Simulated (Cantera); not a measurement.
## Stirred combustor or abatement burner

A perfectly stirred reactor is fed with CH4 : H2 : O2 : N2 = 1 : 0.098 : 1.46 : 10.2 (molar parts), at 5.00 bar; it is adiabatic with a 600 K inlet, and is followed from long to short residence time, starting on the burning branch (τ in s: 0.085, 0.044, 0.023, 0.012, 0.0062, 0.0032, 0.0017, 0.00087, 0.00045, 0.00023, 0.00012, 6.3e-05, 3.3e-05).

Detailed kinetics in Cantera: GRI-Mech 3.0 (53 species, 325 reactions).

```tsv
τ (s)	T (K)	x CH4	x H2	x O2	x C2H4	x CH2O	x HCO	x HCN
0.085	1728	0.00507	0.0281	0.000934	8.08e-5	7.44e-6	9.00e-9	2.67e-6
0.044	1723	0.00559	0.0267	0.00153	0.000125	1.17e-5	1.46e-8	2.55e-6
0.023	1713	0.00605	0.0257	0.00243	0.000191	1.82e-5	2.51e-8	2.28e-6
0.012	1697	0.00653	0.0250	0.00385	0.000294	2.87e-5	4.56e-8	1.83e-6
0.0062	1668	0.00726	0.0244	0.00628	0.000467	4.88e-5	8.97e-8	1.19e-6
0.0032	1605	0.00916	0.0239	0.0118	0.000843	0.000105	2.02e-7	3.99e-7
0.0017	600	0.0784	0.00768	0.114	<1e-12	<1e-12	<1e-12	<1e-12
0.00087	600	0.0784	0.00768	0.114	<1e-12	<1e-12	<1e-12	<1e-12
0.00045	600	0.0784	0.00768	0.114	<1e-12	<1e-12	<1e-12	<1e-12
0.00023	600	0.0784	0.00768	0.114	<1e-12	<1e-12	<1e-12	<1e-12
0.00012	600	0.0784	0.00768	0.114	<1e-12	<1e-12	<1e-12	<1e-12
6.3e-5	600	0.0784	0.00768	0.114	<1e-12	<1e-12	<1e-12	<1e-12
3.3e-5	600	0.0784	0.00768	0.114	<1e-12	<1e-12	<1e-12	<1e-12
```
x: mole fraction; the columns are a selection and need not sum to one.
